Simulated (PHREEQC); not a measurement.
Hard or scaling water

Make-up at 25 °C: 0.00065 mol/kgw CaSO4, 5.4e-05 mol/kgw Na2HPO4 and 1.15e-06 mol/kgw H4SiO4. Closed to the air; pH follows from the charge balance.

Model: ion-association model, wateq4f.dat, run in PHREEQC.

No solid was allowed to form.

Q: Predict the pH.

A: pH 8.12.

Q: In which forms is P present?

A: HPO4-2 72 %, CaHPO4 15 %, H2PO4- 7.5 %, CaPO4- 5.0 % of the P.

Examples of supersaturated solids here: Hydroxyapatite. Others may be too. H3PO4, which wateq4f.dat lacks, is added to it with the constant of phreeqc.dat.
